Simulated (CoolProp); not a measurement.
50 sccm (0 °C, 1 atm) of nitrogen bubbles through liquid n-perfluorohexane at 312.2 K and leaves saturated at a total pressure of 0.15 MPa (ideal gas phase). Each further row changes one setting.

The numbers come from the reference Helmholtz-energy equation of state, Gao 2022 in CoolProp.

| case | vapour pressure (kPa) | mole fraction of vapour | delivery (mg/min) | delivery (sccm) | change of delivery for a bath 1 K warmer (%) |
|---|---|---|---|---|---|
| as stated | 52.5 | 0.350 | 407 | 27.0 | 6.2 |
| bath temperature 317.2 K | 63.6 | 0.424 | 555 | 36.8 | 6.8 |
| total pressure 0.3 MPa | 52.5 | 0.175 | 160 | 10.6 | 4.8 |
